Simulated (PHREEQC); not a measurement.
## Copper plating or etch bath: an equilibrium model

Solution (25 °C): 0.11 mol/kgw Cu(NO3)2 and 0.018 mol/kgw H3BO3. Closed to the air; pH follows from the charge balance.

Computed with PHREEQC (ion-association model, phreeqc.dat).

The pH comes out as 4.20, the ionic strength comes out as 0.330 mol/kgw and the activity of water is 0.994. The specific conductance comes out as 18600 µS/cm. The density is 1.014 g/cm³.

```json
[
 {"species": "NO3-", "molality": "0.220", "activity": "0.143", "log γ": "-0.187"},
 {"species": "Cu+2", "molality": "0.110", "activity": "0.0310", "log γ": "-0.550"},
 {"species": "H3BO3", "molality": "0.0180", "activity": "0.0194", "log γ": "0.033"},
 {"species": "H+", "molality": "8.09e-5", "activity": "6.30e-5", "log γ": "-0.109"},
 {"species": "Cu2(OH)2+2", "molality": "3.66e-5", "activity": "1.05e-5", "log γ": "-0.542"},
 {"species": "CuOH+", "molality": "7.19e-6", "activity": "4.89e-6", "log γ": "-0.167"},
 {"species": "H2BO3-", "molality": "2.43e-7", "activity": "1.77e-7", "log γ": "-0.136"},
 {"species": "Cu(OH)2", "molality": "1.50e-7", "activity": "1.62e-7", "log γ": "0.033"}
]
```

Precipitation was switched off in this run.
